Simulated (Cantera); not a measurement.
Charge: 1 mol C3H8, 0.072 mol H2O, 11 mol H2, 0.2 mol CO2, at 1948 K and 12.0 bar.

These are equilibrium values from Cantera (NASA tables, ideal gas, pure condensed phases), not measurements of a reactor. Candidate condensed phases: C, C6H6, C7H8, C8H18, H2O; 110 gas species. Kinetics and transport are ignored.

Base state: H2 0.963, CO 0.0305, CH4 0.00545, C2H2 (acetylene) 0.000519, H 0.000320, C2H4 5.45e-5, H2O 5.11e-5, CH3 3.61e-5 (mole fractions); condensed: C(graphite).

**Question.** What changes in the equilibrium state with this change: temperature from 1948 K to 2875 K?

**Answer.** 
```tsv
species	before	after
H2	0.963	0.900
C2H2 (acetylene)	0.000519	0.0383
CO	0.0305	0.0300
H	0.000320	0.0290
C2H	2.69e-9	0.000176
C6H2	<1e-9	1.28e-5
C(graphite), mol	2.63	1.44
```

**Question.** What changes in the equilibrium state with this change: temperature from 1948 K to 1400 K?

**Answer.** 
```json
[
 {"species": "H2", "before": "0.963", "after": "0.924"},
 {"species": "CH4", "before": "0.00545", "after": "0.0443"},
 {"species": "CO", "before": "0.0305", "after": "0.0305"},
 {"species": "H2O", "before": "5.11e-5", "after": "0.00126"},
 {"species": "H", "before": "0.000320", "after": "1.35e-6"},
 {"species": "C2H2 (acetylene)", "before": "0.000519", "after": "2.33e-6"},
 {"species": "C(graphite), mol", "before": "2.63", "after": "2.09"}
]
```
